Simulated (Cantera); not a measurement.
A closed system holds: 1 mol SiC, 0.021 mol Si, 5.1 mol N2, equilibrated at 2973.15 K and 13300 Pa.

Cantera equilibrium calculation (NASA polynomials, part measured and part estimated; ideal gas, pure solids and liquids). Candidate condensed phases: C, Si, SiC, Si3N4; 20 gas species. The tables' values for SiN are old estimates; treat these amounts as uncertain. Kinetics and transport are ignored.

Base state: N2 0.830, Si 0.0839, SiC2 0.0672, CN 0.00696, Si2C 0.00651, C3 0.00175, SiN 0.00155, C2N2 0.000699 (mole fractions); condensed: C(graphite).

### Question
What changes in the equilibrium state with this change: N2 from 5.1 to 2.9 mol?

### Answer
| species | before | after |
|---|---|---|
| N2 | 0.830 | 0.743 |
| Si | 0.0839 | 0.127 |
| SiC2 | 0.0672 | 0.101 |
| Si2C | 0.00651 | 0.0149 |
| Si3 | 8.61e-6 | 2.97e-5 |
| Si2 | 0.000482 | 0.00110 |
| C(graphite), mol | 0.0495 | 0.100 |
